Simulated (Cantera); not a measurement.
What does this Cantera script print?

```python
import numpy as np
import cantera as ct

gas_names = [...]  # 77 gases of nasa_gas.yaml made of C, H, Ti
cond_names = """
    C(gr) C6H6(L) C7H8(L) C8H18(L),n-octa Ti(a) Ti(b) Ti(L) TiC(s) TiC(L)
""".split()


# ... load() reads the species with a 1 bar reference pressure and builds the phases ...
atoms = {
    'TiC': {'Ti': 1, 'C': 1},
    'C': {'C': 1},
    'H2': {'H': 2},
}
top_T = {'C(gr)': 4500}  # K; cautious upper limits of use, not melting points


# ... equilibrate(T, P, feed) seeds the gas with the atoms and calls Mixture.equilibrate('TP', solver="vcs", rtol=1e-11, max_steps=5000) ...
results = []
feed = {'TiC': 1, 'C': 0.028, 'H2': 0.35}  # mol
T = 1773  # K
P = 100000  # Pa
mix = equilibrate(T, P, feed)
results.append((T, P, feed, dict(zip(mix.species_names, mix.species_moles))))
print(gas.report(threshold=1e-06))
for i in range(1, mix.n_phases):
    print(f"{mix.phase(i).name:16s} {mix.phase_moles(i):12.5e} mol")
```

Output:

```
       temperature   1773 K
          pressure   1e+05 Pa
           density   0.013778 kg/m^3
  mean mol. weight   2.031 kg/kmol
   phase of matter   gas

                          1 kg             1 kmol
                     ---------------   ---------------
          enthalpy        2.2352e+07        4.5399e+07  J
   internal energy        1.5094e+07        3.0657e+07  J
           entropy             90883        1.8459e+05  J/K
    Gibbs function       -1.3878e+08       -2.8187e+08  J
 heat capacity c_p             16473             33458  J/K
 heat capacity c_v             12380             25144  J/K

                      mass frac. Y      mole frac. X     chem. pot. / RT
                     ---------------   ---------------   ---------------
               CH3        3.5906e-05        4.8504e-06           -31.172
               CH4         0.0066415        0.00084081           -40.724
    C2H2,acetylene         0.0017924        0.00013982           -24.134
              C2H4        5.4561e-05        3.9501e-06           -43.239
                 H         0.0001411         0.0002843           -9.5523
                H2           0.99133           0.99873           -19.105
     [  +71 minor]        8.8616e-07        4.9527e-08

C(gr)             2.76036e-02 mol
Ti(b)             0.00000e+00 mol
TiC(s)            1.00000e+00 mol
```

Cantera equilibrium calculation (NASA polynomials, part measured and part estimated; ideal gas, pure solids and liquids). TiC: taken at fixed stoichiometry.
